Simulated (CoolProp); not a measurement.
Vapour-liquid equilibrium of toluene (1) + p-xylene (2) at 61.35 °C; x and y are mole fractions of (1).

Model: multi-fluid Helmholtz-energy mixture model, Lemmon 2006 and Zhou 2012; pair parameters Bell 2016, in CoolProp.

```csv
x,bubble pressure (MPa),y at the bubble point,dew pressure at overall composition x (MPa),liquid density (mol/L)
0.05,0.007906,0.124,0.007522,7.823
0.125,0.008846,0.279,0.007910,7.905
0.2,0.009791,0.404,0.008341,7.989
0.275,0.01074,0.507,0.008821,8.074
0.35,0.01168,0.593,0.009361,8.161
0.425,0.01261,0.666,0.009972,8.249
0.5,0.01354,0.729,0.01067,8.338
0.575,0.01446,0.783,0.01147,8.430
0.65,0.01537,0.831,0.01240,8.523
0.725,0.01627,0.874,0.01348,8.618
0.8,0.01717,0.912,0.01477,8.716
0.875,0.01806,0.947,0.01630,8.815
0.95,0.01896,0.980,0.01813,8.916
```

No azeotrope shows between x = 0.05 and 0.95.

Pair parameters are fitted to limited data, so mixtures are less certain than the pure fluids.
